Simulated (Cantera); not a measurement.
A perfectly stirred reactor is fed with CH4 : C2H6 : C3H8 : O2 : N2 = 1 : 0.17 : 0.38 : 4.09 : 15.4 (molar parts), equivalence ratio 1.1, at 9000 Torr; it is adiabatic with a 500 K inlet, and is followed from long to short residence time, starting on the burning branch (τ in s: 0.16, 0.063, 0.025, 0.0098, 0.0038, 0.0015, 0.0006, 0.00024, 9.3e-05, 3.7e-05).

Model: GRI-Mech 3.0 (53 species, 325 reactions), integrated in Cantera. GRI-Mech 3.0 was tuned for natural gas; its chemistry of propane as a main component is partial and can be far from experiment. The pressure lies above the range GRI-Mech 3.0 was tuned for (to about 10 atm).

### Question
Predict: blow-out, bracketed by the residence times tried; x(CH4) at τ = 0.160 s; x(C2H6) at τ = 0.160 s; x(C3H8) at τ = 0.160 s; x(H2) at τ = 0.160 s; x(CO) at τ = 0.160 s; x(CH4) at τ = 1.50 ms; x(C2H6) at τ = 1.50 ms; x(C3H8) at τ = 1.50 ms; x(H2) at τ = 1.50 ms; x(CO) at τ = 1.50 ms.

### Answer
blow-out, bracketed by the residence times tried: burning at 37.0 µs, the shortest tried
x(CH4) at τ = 0.160 s: 6.47e-7
x(C2H6) at τ = 0.160 s: 2.67e-9
x(C3H8) at τ = 0.160 s: 6.98e-9
x(H2) at τ = 0.160 s: 0.0100
x(CO) at τ = 0.160 s: 0.0287
x(CH4) at τ = 1.50 ms: 2.26e-5
x(C2H6) at τ = 1.50 ms: 2.45e-7
x(C3H8) at τ = 1.50 ms: 5.66e-7
x(H2) at τ = 1.50 ms: 0.0107
x(CO) at τ = 1.50 ms: 0.0305
